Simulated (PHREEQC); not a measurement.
HCl is added in steps, without added water, to 1 kg of water holding 0.01 mol/kgw Na2SO4, at 20 °C. O2 is buffered at 0.21 atm. No CO2 enters from the air. Precipitation was switched off in this run.

Base run: PHREEQC, ion-association model, phreeqc.dat. Each further column changes one thing. The table gives pH.

| HCl added (mol) | base | Na2SO4 replaced by NaHCO3 at the same molality | diluted 10-fold with water | temperature from 20 to 50 °C | solids may form |
|---|---|---|---|---|---|
| 0 | 7.16 | 8.27 | 7.10 | 6.76 | 7.16 |
| 0.0009275 | 3.25 | 7.32 | 3.09 | 3.36 | 3.25 |
| 0.001723 | 2.98 | 7.02 | 2.82 | 3.08 | 2.98 |
| 0.00265 | 2.79 | 6.78 | 2.63 | 2.89 | 2.79 |
| 0.003577 | 2.65 | 6.59 | 2.50 | 2.75 | 2.65 |
| 0.004372 | 2.56 | 6.45 | 2.41 | 2.66 | 2.56 |
| 0.0053 | 2.48 | 6.28 | 2.33 | 2.56 | 2.48 |

 Constants without temperature data keep their 25 °C values here. Solids allowed in the column 'solids may form': Halite.
